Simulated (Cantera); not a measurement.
Input: 1 mol SiCl₄, 0.29 mol O₃, 7.9 mol N₂O, equilibrated at 1748 K and 0.250 bar.

Cantera equilibrium calculation (NASA polynomials, part measured and part estimated; ideal gas, pure solids and liquids). Candidate condensed phases: Si, SiO₂, Si₂N₂O, Si₃N₄; 23 gas species. The tables hold silica as quartz up to 1696 K and as liquid above; real silica turns to tridymite and cristobalite and melts near 1996 K. Kinetics and transport are ignored.

Base state: N₂ 0.553, O₂ 0.236, Cl 0.133, Cl₂ 0.0736, NO 0.00308, ClO 0.000605, O 7.12e-5 (mole fractions); condensed: SiO₂(condensed).

Problem. What changes in the equilibrium state with this change: pressure from 0.250 bar to 51.0 mbar?

Solution. 
```tsv
species	before	after
N₂	0.553	0.533
O₂	0.236	0.227
Cl	0.133	0.202
Cl₂	0.0736	0.0344
O	7.12e-5	0.000155
ClO	0.000605	0.000406
NO	0.00308	0.00297
SiO₂(condensed), mol	1.000	1.000
```

Problem. What changes in the equilibrium state with this change: pressure from 0.250 bar to 1.33 mbar?

Solution. 
```
species                 before     after
--------------------  --------  --------
N₂                       0.553     0.516
Cl                       0.133     0.259
O₂                       0.236     0.220
Cl₂                     0.0736   0.00148
O                      7.12e-5  0.000941
ClO                   0.000605   8.28e-5
SiO₂(condensed), mol     1.000     1.000
```
